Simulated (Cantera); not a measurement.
**Equilibrium for carbothermic reduction: Fe3O4 + CH4 + H2**

Feed: 1 mol Fe3O4, 1.3 mol CH4, 13 mol H2, held at 240000 Pa.

These are equilibrium values from Cantera (NASA tables, ideal gas, pure condensed phases), not measurements of a reactor. Candidate condensed phases: C, C6H6, C7H8, C8H18, Fe, Fe(CO)5, FeO, Fe(OH)2, Fe(OH)3, Fe2O3, Fe3O4, H2O; 114 gas species. The tables' stoichiometric FeO is somewhat more stable than real wüstite, so its field is too wide. FeO: taken at fixed stoichiometry. The numbers say what is thermodynamically allowed, not how fast it happens.

At 975 K the condensed part is Fe(α) + FeO(s). From 1075 K to 1175 K the condensed part is Fe(α). From 1275 K to 1575 K the condensed part is Fe(γ). From 1675 K to 1775 K the condensed part is Fe(δ).

```csv
T (K),x H2,x H2O,x CO,x CH4,x CO2,n Fe(α),n FeO(s),n Fe(γ),n Fe(δ)
975,0.784,0.131,0.0294,0.0469,0.00786,1.73,1.27,0,0
1075,0.768,0.154,0.0593,0.00570,0.0128,3.00,0,0,0
1175,0.772,0.151,0.0662,0.000773,0.0101,3.00,0,0,0
1275,0.771,0.152,0.0687,0.000129,0.00813,0,0,3.00,0
1375,0.770,0.153,0.0702,2.76e-5,0.00674,0,0,3.00,0
1475,0.769,0.154,0.0712,7.26e-6,0.00574,0,0,3.00,0
1575,0.768,0.155,0.0719,2.27e-6,0.00499,0,0,3.00,0
1675,0.768,0.155,0.0725,8.15e-7,0.00442,0,0,0,3.00
1775,0.767,0.156,0.0729,3.30e-7,0.00398,0,0,0,3.00
```
x: gas mole fraction; n: condensed amount in mol.
